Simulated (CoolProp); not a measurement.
R507A along the isobar 18.5 MPa: fugacity coefficient from the reference equation and from simpler models built on Tc = 343.8 K, pc = 3.705 MPa, ω = 0.286; each cubic takes its own stable root.

Computed with CoolProp (reference Helmholtz-energy equation of state, Lemmon 2003). It is a pseudo-pure fit of the blend.

```
T (K)          phase  reference
-----  -------------  ---------
321.3         liquid     0.1593
335.1         liquid     0.1991
348.8  supercritical     0.2420
362.6  supercritical     0.2878
376.3  supercritical     0.3348
390    supercritical     0.3825
403.8  supercritical     0.4305
417.5  supercritical     0.4772
431.3  supercritical     0.5226
445    supercritical     0.5657
458.8  supercritical     0.6068
472.5  supercritical     0.6451
486.3  supercritical     0.6810
500    supercritical     0.7142
```

### Question
How far does each simpler model (van der Waals, Redlich-Kwong, Soave-Redlich-Kwong, Peng-Robinson) lie from the reference over these 14 states: mean and median of the absolute difference, and the worst?

### Answer
- van der Waals: mean 18.0 %, median 9.9 %, worst +67.0 % at 321.3 K and 18.5 MPa
- Redlich-Kwong: mean 7.1 %, median 5.4 %, worst +22.6 % at 321.3 K and 18.5 MPa
- Soave-Redlich-Kwong: mean 12.9 %, median 13.2 %, worst +14.1 % at 348.8 K and 18.5 MPa
- Peng-Robinson: mean 2.8 %, median 2.9 %, worst +3.2 % at 362.6 K and 18.5 MPa
